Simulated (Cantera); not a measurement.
Hydrocarbon pyrolysis for carbon deposition

A perfectly stirred reactor is fed with 1.27 % C2H6, 98.7 % H2, at 0.000170 bar; it is held at 1550 K, and followed from long to short residence time.

Detailed kinetics in Cantera: GRI-Mech 3.0 (53 species, 325 reactions). GRI-Mech 3.0 stops at C3 and has no aromatics, soot or wall deposition, so with more carbon than oxygen in the feed, carbon stays in small species such as C2H2 where larger ones or solid carbon would form. Radical loss at walls, strong at low pressure, is not modelled.

```
τ (s)      x C2H6   x H2     x CH4     x C2H    x C2H2     x CH3     x CH2
-------  --------  -----  --------  --------  --------  --------  --------
10        4.06e-5  0.979    0.0135   2.48e-8   0.00528  0.000515   6.84e-7
2.9      0.000131  0.978    0.0147   2.15e-8   0.00429  0.000615   8.41e-7
0.83     0.000431  0.978    0.0148   1.66e-8   0.00318  0.000713   9.87e-7
0.24      0.00138  0.978    0.0136   8.99e-9   0.00173  0.000872   1.17e-6
0.068     0.00420  0.981   0.00932   2.12e-9  0.000482   0.00107   1.17e-6
0.019     0.00938  0.985   0.00276  7.96e-11   3.37e-5  0.000834   4.77e-7
0.0056     0.0120  0.987  0.000405    <1e-12   3.83e-7  0.000391   5.13e-8
0.0016     0.0125  0.987   5.04e-5    <1e-12  9.68e-10  0.000169   2.08e-9
0.00046    0.0126  0.987   5.01e-6    <1e-12  2.73e-12   5.85e-5  4.98e-11
```
x: mole fraction; the columns are a selection and need not sum to one.
